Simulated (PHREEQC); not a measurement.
0.05 mol of Fluorite (CaF2) is brought to equilibrium with 1 kg of water holding 100 mmol/kgw NaCl, at 54 °C, the pH being set by adding NaOH or HCl. Oxygen alone is held at its pressure in air (log pO2 = -0.68). The system is closed to CO2. Solids allowed: Fluorite. Others were left out.

The numbers come from PHREEQC with the ion-association model, phreeqc.dat.

```csv
pH,dissolved Ca (mol/kgw),dissolved F (mol/kgw),Ca+2 (mol/kgw)
2,0.00286,0.00571,0.00286
2.45,0.00151,0.00301,0.00151
2.9,0.000869,0.00174,0.000869
3.35,0.000581,0.00116,0.000581
3.8,0.000461,0.000922,0.000461
4.25,0.000415,0.000830,0.000415
4.7,0.000398,0.000795,0.000398
5.15,0.000391,0.000783,0.000391
5.6,0.000389,0.000779,0.000389
6.05,0.000389,0.000777,0.000389
6.95,0.000388,0.000776,0.000388
7.4,0.000388,0.000776,0.000388
7.85,0.000388,0.000776,0.000388
8.3,0.000388,0.000776,0.000388
8.75,0.000388,0.000776,0.000388
9.2,0.000388,0.000776,0.000388
9.65,0.000388,0.000777,0.000388
10.1,0.000389,0.000778,0.000389
10.55,0.000391,0.000782,0.000390
11,0.000396,0.000791,0.000393
```

At this temperature some constants are extrapolated from 25 °C, and those without enthalpy data are left unchanged.
